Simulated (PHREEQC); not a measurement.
## Acid mine or pickling water

Synthetic water in mmol/kgw, 25 °C, pH 3.32, pe 12.6: Na 7.33; K 0.125; Ca 0.542; Mg 1.11; Cl 1.09; S(6) 5.31; Ni 0.0187; P 0.05; Fe(3) 0.0161; B 0.0804; Br 0.144.

Valence states are taken as typed.

Equilibrium calculation in PHREEQC: ion-association model, wateq4f.dat.

Each row changes one thing in this solution. This is a speciation only: nothing precipitates in the calculation.

```tsv
case	ionic strength (mol/kgw)	SO4-2 (mol/kgw)	Mg+2 (mol/kgw)	Ca+2 (mol/kgw)	MgSO4 (mol/kgw)	HSO4- (mol/kgw)	SI of Jarosite-K (KFe3(SO4)2(OH)6)	SI of Gypsum (CaSO4:2H2O)
as made	0.0163	0.00459	0.000790	0.000404	0.000319	0.000147	-0.18	-1.58
temperature from 25 to 70 °C at the same typed pH	0.0150	0.00409	0.000573	0.000382	(withheld)	0.000398	-0.15	-1.56
P from 0.05 to 0.025 mmol/kgw	0.0163	0.00459	0.000791	0.000404	0.000319	0.000147	-0.05	-1.58
all concentrations times 3 at the same typed pH	0.0454	0.0129	0.00195	0.00103	(withheld)	(withheld)	+1.37	-0.94
```

**Question.** Fill in the missing entries.

**Answer.** 
- temperature from 25 to 70 °C at the same typed pH, MgSO4 (mol/kgw): 0.000536
- all concentrations times 3 at the same typed pH, MgSO4 (mol/kgw): 0.00137
- all concentrations times 3 at the same typed pH, HSO4- (mol/kgw): 0.000344

Some of these states are supersaturated (in Strengite, Hematite (slow to form), Jarosite-K, for instance). H3PO4, which wateq4f.dat lacks, is added to it with the constant of phreeqc.dat. Away from 25 °C the constants follow the database's enthalpies or fits; those with neither stay at their 25 °C values. The database has no phosphate complexes of Ni.
